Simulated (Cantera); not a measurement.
Charge: 1 mol Si₃N₄, 0.0074 mol Si, 1.8 mol H₂, at 30.8 Torr.

Method: chemical equilibrium by Gibbs-energy minimisation in Cantera with the NASA 1993 tables (ideal gas, pure condensed phases). Candidate condensed phases: Si, Si₃N₄; 18 gas species. The tables' values for SiN are old estimates; treat these amounts as uncertain. Gases not in the tables: Si₂H₆ and higher silanes. Kinetics and transport are ignored.

Question: At 1625 °C, list the 6 most abundant gas species with their mole fractions, and the condensed phases.

Answer: N₂ 0.525, H₂ 0.472, H 0.00265, Si 0.000300, SiH 3.63e-5, SiH₂ 2.72e-5. Condensed: Si(l).
